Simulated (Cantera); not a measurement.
Feed: 1 mol Ti, 120 mol H₂, held at 13.3 mbar.

These are equilibrium values from Cantera (NASA tables, ideal gas, pure condensed phases), not measurements of a reactor. Candidate condensed phases: Ti; 3 gas species. Rates play no part.

Task: Which condensed phases are stable at each of these points (T (K)): 1225, 1300, 1375, 1450, 1525, 1600, 1675, 1750, 1825, 1900, 1975?

Result: 
| T (K) | condensed phases | Ti condensed (%) |
|---|---|---|
| 1225 | Ti(β) | 100.0 |
| 1300 | Ti(β) | 100.0 |
| 1375 | Ti(β) | 100.0 |
| 1450 | Ti(β) | 100.0 |
| 1525 | Ti(β) | 100.0 |
| 1600 | Ti(β) | 100.0 |
| 1675 | Ti(β) | 100.0 |
| 1750 | Ti(β) | 99.8 |
| 1825 | Ti(β) | 99.3 |
| 1900 | Ti(β) | 97.8 |
| 1975 | Ti(l) | 93.6 |

From 1225 K to 1900 K the condensed part is Ti(β). At 1975 K the condensed part is Ti(l).
